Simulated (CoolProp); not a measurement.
R123 along the isotherm 76.45 °C: Z from the reference equation and from simpler models built on Tc = 183.7 °C, pc = 36.62 bar, ω = 0.282; each cubic takes its own stable root.

Computed with CoolProp (reference Helmholtz-energy equation of state, Younglove 1994). It is a modified Benedict-Webb-Rubin equation, recast in Helmholtz form.

| p (bar) | phase | reference |
|---|---|---|
| 0.174 | gas | 0.9958 |
| 0.329 | gas | 0.9921 |
| 0.624 | gas | 0.9849 |
| 1.18 | gas | 0.9710 |
| 2.24 | gas | 0.9436 |
| 4.25 | gas | 0.8869 |
| 8.06 | liquid | 0.03203 |
| 15.3 | liquid | 0.06062 |
| 29 | liquid | 0.1143 |
| 54.9 | liquid | 0.2144 |

Question: How far does each simpler model (van der Waals, Peng-Robinson) lie from the reference over these 10 states: mean and median of the absolute difference, and the worst?

Answer: 
- van der Waals: mean 278.2 %, median 3.6 %, worst +2582.2 % at 76.45 °C and 8.06 bar
- Peng-Robinson: mean 1.1 %, median 0.6 %, worst -2.8 % at 76.45 °C and 54.9 bar

At some of these states van der Waals gives the other phase, because its saturation line lies elsewhere.
